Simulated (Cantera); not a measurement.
Input: 1 mol Cu, 4.6 mol F2, 4.4 mol H2, equilibrated at 200 °C and 1330 Pa.

Method: chemical equilibrium by Gibbs-energy minimisation in Cantera with the NASA 1993 tables (ideal gas, pure condensed phases). Candidate condensed phases: Cu, CuF2; 15 gas species. Equilibrium is a limit: real reactors are often held back by kinetics, nucleation or transport.

Base state: HF 1.000, H2F2 2.74e-5 (mole fractions); condensed: Cu(s) + CuF2(s).

**Question.** What changes in the equilibrium state with this change: temperature from 200 °C to 1152 °C?

**Answer.** 
```
species        before     after
------------  -------  --------
HF              1.000     0.957
CuF             <1e-9    0.0427
CuF2            <1e-9  0.000418
Cu              <1e-9  0.000163
H2F2          2.74e-5   1.75e-7
Cu(s), mol      0.800         0
CuF2(s), mol    0.200         0
Cu(l), mol          0     0.602
```
